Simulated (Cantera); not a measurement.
Premixed flame

A freely propagating, adiabatic, planar premixed flame of 52.2 % H2, 10.0 % O2, 37.8 % N2, unburnt at 650 K and 6750 Torr; mixture-averaged transport, grid criteria slope 0.08 and curve 0.16, no radiation.

Computed with Cantera and the H2/O2 subset of GRI-Mech 3.0, which has no nitrogen chemistry. The hydrogen kinetics of GRI-Mech 3.0 are dated; newer H2 mechanisms differ, most at raised pressure. Burning velocities carry a grid error of a few per cent, more on coarse grids.

```csv
z (mm),T (K),u (m/s),x H2,x O2,x HO2,x H2O,x H,x O
-0.0917,650,8.84,0.522,0.100,<1e-8,<1e-8,<1e-8,<1e-8
-0.0611,650,8.84,0.522,0.100,1.41e-8,7.75e-8,<1e-8,<1e-8
-0.0458,650,8.84,0.522,0.100,2.28e-7,9.86e-7,<1e-8,<1e-8
-0.0306,653,8.86,0.521,0.100,7.78e-6,2.42e-5,4.05e-8,3.88e-8
-0.0153,739,9.84,0.508,0.101,0.000816,0.00418,0.000221,1.79e-5
-0.00764,1025,13.2,0.473,0.0908,0.000791,0.0330,0.00415,0.000230
0,1391,17.6,0.418,0.0630,0.000397,0.0940,0.0175,0.000922
0.00764,1649,20.7,0.369,0.0305,0.000177,0.157,0.0322,0.00108
0.0153,1786,22.4,0.344,0.0118,6.68e-5,0.193,0.0385,0.000655
0.0306,1900,23.7,0.334,0.00182,9.71e-6,0.213,0.0364,0.000232
0.0611,1987,24.6,0.338,0.000117,6.69e-7,0.218,0.0271,0.000103
0.122,2057,25.4,0.344,1.55e-5,1.35e-7,0.220,0.0177,4.61e-5
0.244,2106,25.9,0.349,5.33e-6,4.97e-8,0.221,0.0105,1.72e-5
```
x: mole fraction of selected species; z is measured from the peak of heat release.

```json
{
 "laminar_burning_velocity": "884 cm/s",
 "thermal_thickness": "0.0306 mm",
 "peak x(HO2)": "0.00103",
 "peak x(H)": "0.0390",
 "peak x(O)": "0.00114",
 "grid_points": "116"
}
```
